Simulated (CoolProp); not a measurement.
A simple Rankine cycle with the fluoroketone C6F12O (FK-5-1-12): condensing at 305.15 K, boiler at 0.353 MPa, turbine inlet 368.8 K, turbine efficiency 0.9, pump efficiency 0.8, no recuperator. Each further row changes one setting.

The numbers come from the reference Helmholtz-energy equation of state, McLinden 2015 in CoolProp.

```tsv
case	thermal efficiency (%)	net work (kJ/kg)	heat in (kJ/kg)	turbine exit temperature (K)	volume ratio over the turbine
as stated	10.0	14.6	145	347.7	7.07
turbine inlet 388.8 K	9.5	15.6	?	?	?
condensing temperature 297.15 K	11.1	17.2	?	344.5	?
boiler pressure 0.247 MPa	8.2	12.1	147	352.4	4.75
turbine efficiency 0.8	8.9	12.9	145	?	7.11
```

Complete the blanks.


- turbine inlet 388.8 K, heat in (kJ/kg): 165
- turbine inlet 388.8 K, turbine exit temperature (K): 367.8
- turbine inlet 388.8 K, volume ratio over the turbine: 6.88
- condensing temperature 297.15 K, heat in (kJ/kg): 154
- condensing temperature 297.15 K, volume ratio over the turbine: 9.79
- turbine efficiency 0.8, turbine exit temperature (K): 349.5
